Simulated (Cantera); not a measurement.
Feed: 1 mol TiO₂, 0.37 mol CH₄, 0.6 mol CO, at 1675 K and 11.0 mbar.

These are equilibrium values from Cantera (NASA tables, ideal gas, pure condensed phases), not measurements of a reactor. Candidate condensed phases: C, C₆H₆, C₇H₈, C₈H₁₈, H₂O, Ti, TiC, TiO, TiO₂, Ti₂O₃, Ti₃O₅, Ti₄O₇; 113 gas species. Mutual solubility and eutectic melting of coexisting phases are not modelled. Equilibrium is a limit: real reactors are often held back by kinetics, nucleation or transport.

Base state: CO 0.567, H₂ 0.432, H 0.000727, H₂O 0.000393, CO₂ 0.000156 (mole fractions); condensed: Ti₂O₃(s) + Ti₃O₅(s).

Q: What changes in the equilibrium state with this change: TiO₂ replaced by CuO?

A: 
| species | before | after |
|---|---|---|
| CO | 0.567 | 0.421 |
| H₂O | 0.000393 | 0.224 |
| H₂ | 0.432 | 0.203 |
| Cu | 0 | 0.0104 |
| CO₂ | 0.000156 | 0.140 |
| Cu₂ | 0 | 1.11e-5 |
| OH | 3.20e-8 | 2.66e-5 |
| H | 0.000727 | 0.000499 |
| Ti₂O₃(s), mol | 0.113 | 0 |
| Ti₃O₅(s), mol | 0.258 | 0 |
| Cu(l), mol | 0 | 0.982 |
Further candidate phases: Cu, CuO, Cu(OH)₂, Cu₂O.

Q: What changes in the equilibrium state with this change: temperature from 1675 K to 1925 K?

A: 
| species | before | after |
|---|---|---|
| CO | 0.567 | 0.565 |
| H₂ | 0.432 | 0.427 |
| H | 0.000727 | 0.00596 |
| H₂O | 0.000393 | 0.00112 |
| CO₂ | 0.000156 | 0.000345 |
| Ti₂O₃(s), mol | 0.113 | 0.118 |
| Ti₃O₅(s), mol | 0.258 | 0.255 |

Q: What changes in the equilibrium state with this change: TiO₂ replaced by Cu₂O?

A: 
```
species          before     after
-------------  --------  --------
CO                0.567     0.421
H₂O            0.000393     0.224
H₂                0.432     0.203
Cu                    0    0.0104
CO₂            0.000156     0.140
Cu₂                   0   1.11e-5
OH              3.20e-8   2.66e-5
H              0.000727  0.000499
Ti₂O₃(s), mol     0.113         0
Ti₃O₅(s), mol     0.258         0
Cu(l), mol            0      1.98
```
Further candidate phases: Cu, CuO, Cu(OH)₂, Cu₂O.
